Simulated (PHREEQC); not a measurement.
0.11 g of hydrous ferric oxide (600 m²/g; 0.2 weak and 0.005 strong sites per Fe, Dzombak-Morel constants, diffuse double layer) in 1 kg of water with 0.3 mol/kgw of an inert sodium salt and 3.4e-07 mol NaF, at 25 °C; the pH is set by adding NaOH or the inert anion's acid. O2 is buffered at 0.21 atm. No CO2 enters from the air. No solid was allowed to form.

Base run: PHREEQC, ion-association model, wateq4f.dat. Each further column changes one thing. The table gives F sorbed (%).

```tsv
pH	base	background salt from 0.3 to 0.03 mol/kgw	oxide from 0.11 to 0.55 g/kgw	3.4e-05 mol/kgw ZnSO4 added
4	31.3	79.1	69.4	23.9
4.5	29.5	73.1	67.7	23.1
5	24.6	61.8	62.0	20.1
5.5	17.9	45.7	52.1	15.6
6	11.3	28.3	38.9	10.7
6.5	6.3	14.4	25.2	6.4
7	3.1	6.2	14.0	3.5
7.5	1.4	2.4	6.8	1.8
8	0.6	0.9	3.0	0.8
8.5	0.3	0.3	1.3	0.3
9	0.1	0.1	0.5	0.1
9.5	0.0	0.0	0.2	0.1
10	0.0	0.0	0.1	0.0
```
